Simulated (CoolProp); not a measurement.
The numbers come from the reference Helmholtz-energy equation of state, Lemmon 2005 in CoolProp. It is a short technical equation, of lower accuracy than the large ones.

**Question.** For isobutene, give the phase and the cv (kJ/(kg K)), speed of sound (m/s) at 430.1 K and 0.927 MPa; 430.1 K and 5.56 MPa; 430.1 K and 6.02 MPa.

**Answer.** 
- 430.1 K and 0.927 MPa: gas; cv 1.97, speed of sound 245
- 430.1 K and 5.56 MPa: supercritical; cv 2.17, speed of sound 206
- 430.1 K and 6.02 MPa: supercritical; cv 2.15, speed of sound 239
